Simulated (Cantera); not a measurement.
A perfectly stirred reactor is fed with 1.67 % H2, 98.2 % O2, 0.147 % H2O, at 20.0 Torr; it is held at 1348 K, and followed from long to short residence time.

Computed with Cantera and GRI-Mech 3.0 (53 species, 325 reactions). Radical loss at walls, strong at low pressure, is not modelled.

Predict: x(H2) at τ = 18.0 s; x(O2) at τ = 18.0 s; x(H2O) at τ = 18.0 s; x(H) at τ = 18.0 s; x(O) at τ = 18.0 s; x(H2) at τ = 84.0 ms; x(O2) at τ = 84.0 ms; x(H2O) at τ = 84.0 ms; x(H) at τ = 84.0 ms; x(O) at τ = 84.0 ms.


| Item | Value |
|---|---|
| x(H2) at τ = 18.0 s | 5.66e-6 |
| x(O2) at τ = 18.0 s | 0.981 |
| x(H2O) at τ = 18.0 s | 0.0182 |
| x(H) at τ = 18.0 s | 2.23e-6 |
| x(O) at τ = 18.0 s | 0.000257 |
| x(H2) at τ = 84.0 ms | 0.000132 |
| x(O2) at τ = 84.0 ms | 0.975 |
| x(H2O) at τ = 84.0 ms | 0.0173 |
| x(H) at τ = 84.0 ms | 0.000277 |
| x(O) at τ = 84.0 ms | 0.00627 |
